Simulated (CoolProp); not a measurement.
A single-stage vapour-compression cycle with methanol: evaporating at 325.15 K (dew point), condensing at 360.15 K (bubble point), superheat 5 K, subcooling 2 K, compressor efficiency 0.75, no pressure losses. Each further row changes one setting.

Computed with CoolProp (reference Helmholtz-energy equation of state, de Reuck 1993).

| case | cooling COP | pressure ratio | discharge temperature (K) | refrigerating effect (kJ/kg) | volumetric capacity (kJ/m³) |
|---|---|---|---|---|---|
| as stated | 6.36 | 3.81 | 429.2 | 1050 | 766 |
| evaporating temperature 330.15 K | 7.64 | 3.08 | 417.1 | 1050 | 939 |
| condensing temperature 355.15 K | 7.52 | 3.20 | 415.1 | 1060 | 777 |
| subcooling 7 K | 6.45 | 3.81 | 429.2 | 1060 | 777 |
| superheat 15 K | 6.22 | 3.81 | 446.3 | 1070 | 752 |
| compressor efficiency 0.65 | 5.51 | 3.81 | 443.2 | 1050 | 766 |
